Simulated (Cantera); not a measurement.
A perfectly stirred reactor is fed with CO : O2 : H2O : N2 = 0.015 : 0.0078 : 0.017 : 1 (molar parts), equivalence ratio 0.96, at 101000 Pa; it is held at 1248 K, and followed from long to short residence time.

Computed with Cantera and GRI-Mech 3.0 (53 species, 325 reactions).

x: mole fraction; the columns are a selection and need not sum to one.

| τ (s) | x CO | x O2 | x H2O | x OH | x HO2 | x NO |
|---|---|---|---|---|---|---|
| 0.38 | 0.000550 | 0.000655 | 0.0162 | 4.32e-5 | 2.46e-7 | 5.14e-7 |
| 0.18 | 0.000813 | 0.000816 | 0.0161 | 5.43e-5 | 3.18e-7 | 5.66e-7 |
| 0.083 | 0.00122 | 0.00105 | 0.0160 | 6.85e-5 | 4.19e-7 | 6.33e-7 |
| 0.039 | 0.00180 | 0.00138 | 0.0159 | 8.52e-5 | 5.57e-7 | 6.94e-7 |
| 0.018 | 0.00269 | 0.00186 | 0.0158 | 0.000105 | 7.54e-7 | 7.28e-7 |
| 0.0085 | 0.00395 | 0.00251 | 0.0157 | 0.000126 | 1.02e-6 | 7.04e-7 |
| 0.0040 | 0.00570 | 0.00339 | 0.0156 | 0.000145 | 1.36e-6 | 5.94e-7 |
| 0.0018 | (withheld) | (withheld) | 0.0155 | 0.000157 | (withheld) | (withheld) |
| 0.00086 | (withheld) | (withheld) | 0.0157 | 0.000146 | (withheld) | (withheld) |
| 0.00040 | 0.0130 | 0.00680 | 0.0160 | 9.82e-5 | 2.42e-6 | 2.89e-8 |

Question: Complete the blanks.

Answer: 
- 0.0018, x CO: 0.00812
- 0.0018, x O2: 0.00455
- 0.0018, x HO2: 1.80e-6
- 0.0018, x NO: 3.85e-7
- 0.00086, x CO: 0.0106
- 0.00086, x O2: 0.00573
- 0.00086, x HO2: 2.19e-6
- 0.00086, x NO: 1.69e-7
